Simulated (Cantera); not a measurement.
Input: 1 mol SiH2Cl2, 7.3 mol N2, held at 1330 Pa.

Cantera equilibrium calculation (NASA polynomials, part measured and part estimated; ideal gas, pure solids and liquids). Candidate condensed phases: NH4Cl, Si, Si3N4; 28 gas species. N2 is the only nitrogen source here; it is nearly inert below about 1500 K, so the nitride shown seldom forms there in practice. Kinetics and transport are ignored.

Over these rows the condensed part is Si3N4(s). Partial pressures as log10 of bar:

```tsv
T (K)	1000/T (1/K)	log p SiCl2	log p N2	log p HCl	log p H2	log p SiCl4
1048	0.9542	-7.15	-1.98	-2.70	-3.26	-3.56
1123	0.8905	?	-1.98	-2.69	-3.28	-3.58
1198	0.8347	-5.42	-1.98	-2.68	-3.29	-3.61
1273	0.7855	-4.73	-1.98	-2.68	-3.30	-3.66
1348	0.7418	-4.14	-1.98	-2.68	-3.30	-3.76
1423	0.7027	-3.68	-1.98	-2.70	-3.27	-3.97
```

**Question.** Fit log p(SiCl2) = a + b·(1000/T) to the five rows, give the apparent enthalpy, and predict the row at 1123 K.

**Answer.** Means: 1000/T = 0.8038, log p = -5.024. Sxy = -0.528053, Sxx = 0.0379751, so b = -13.91 and a = -5.024 − (-13.91)×0.8038 = 6.16.
Apparent enthalpy: −19.145 × (-13.91) = 266 kJ/mol. With the condensed phases at unit activity, 1/6 Si3N4(s) + 1/2 SiCl4(g) = SiCl2(g) + 1/3 N2(g) links this pressure to the main gases: over the six rows their terms move log p by -0.21 in all, so the slope isn't that reaction's ΔH° alone. The five rows lie within 0.07 of the line.
Prediction at 1123 K: 6.16 + (-13.91)×0.8905 = -6.23. The computed value is -6.22, 0.01 from the line.
